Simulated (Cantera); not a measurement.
Input: 1 mol Ta2O5, 0.42 mol H2, equilibrated at 1725 °C and 49.0 mbar.

Method: chemical equilibrium by Gibbs-energy minimisation in Cantera with the NASA 1993 tables (ideal gas, pure condensed phases). Mutual solubility and eutectic melting of coexisting phases are not modelled. Condensed phases not in the tables: N, O or C dissolved in the metal. Rates play no part.

```json
[
 {"species": "H2", "before": "0.991", "after": "1.00"},
 {"species": "H2O", "before": "0.00180", "after": "3.23e-9"},
 {"species": "H", "before": "0.00721", "after": "<1e-9"},
 {"species": "TaO2", "before": "2.07e-5", "after": "<1e-9"},
 {"species": "Ta(s), mol", "before": "0.000301", "after": "0"},
 {"species": "Ta2O5(s), mol", "before": "1.000", "after": "1.00"}
]
```
Gas species are given as mole fractions.

Task: Which change was made?
A) temperature from 1725 °C to 1827 °C
B) temperature from 1725 °C to 550 °C
C) pressure from 49.0 mbar to 13.0 mbar
D) pressure from 49.0 mbar to 2.70 bar

Result: B, temperature from 1725 °C to 550 °C
